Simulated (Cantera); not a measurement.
A perfectly stirred reactor is fed with 6.63 % H₂, 93.4 % O₂, equivalence ratio 0.035, at 0.00700 bar; it is held at 1198 K, and followed from long to short residence time.

Computed with Cantera and GRI-Mech 3.0 (53 species, 325 reactions). Radical loss at walls, strong at low pressure, is not modelled. The temperature is held fixed by assumption; the heat of reaction is taken as removed at once.

Q: Predict: x(H₂) at τ = 24.0 s; x(O₂) at τ = 24.0 s; x(H₂O₂) at τ = 24.0 s; x(OH) at τ = 24.0 s; x(O) at τ = 24.0 s; x(H₂) at τ = 0.310 s; x(O₂) at τ = 0.310 s; x(H₂O₂) at τ = 0.310 s; x(OH) at τ = 0.310 s; x(O) at τ = 0.310 s.

A: 
```json
{
  "x(H₂) at τ = 24.0 s": "5.45e-5",
  "x(O₂) at τ = 24.0 s": "0.930",
  "x(H₂O₂) at τ = 24.0 s": "3.27e-8",
  "x(OH) at τ = 24.0 s": "0.000705",
  "x(O) at τ = 24.0 s": "0.000947",
  "x(H₂) at τ = 0.310 s": "0.000747",
  "x(O₂) at τ = 0.310 s": "0.916",
  "x(H₂O₂) at τ = 0.310 s": "6.51e-8",
  "x(OH) at τ = 0.310 s": "0.00273",
  "x(O) at τ = 0.310 s": "0.0138"
}
```
